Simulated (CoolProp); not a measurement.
Vapour pressure (kPa) of CH3F (R41): the reference equation beside estimates from Tc = 44.1 °C, pc = 5906 kPa, ω = 0.200.

The numbers come from the reference Helmholtz-energy equation of state, Lemmon 2006 in CoolProp. It is a short technical equation, of lower accuracy than the large ones.

```tsv
T (°C)	reference	Redlich-Kwong	Soave-Redlich-Kwong
-25.15	964.6	1229	982.9
-20.55	1118	1403	1142
-16.05	1286	…	1316
-11.55	1472	1793	1508
-7.05	1677	…	1720
-2.45	1908	2257	1958
2.05	2156	2514	2214
6.55	2428	2789	2493
11.05	2725	3084	2797
15.55	3049	3399	3126
20.15	3410	3743	3491
24.65	3795	4101	3877
29.15	…	4480	4292
33.65	4668	4882	4739
38.15	5165	5306	5218
```

Task: Fill in the missing entries.

Result: 
- -16.05, Redlich-Kwong: 1590
- -7.05, Redlich-Kwong: 2014
- 29.15, reference: 4213

Absolute difference from the reference over all 15 rows, mean and median: Redlich-Kwong 15.0 and 14.9 %, Soave-Redlich-Kwong 2.2 and 2.4 %.
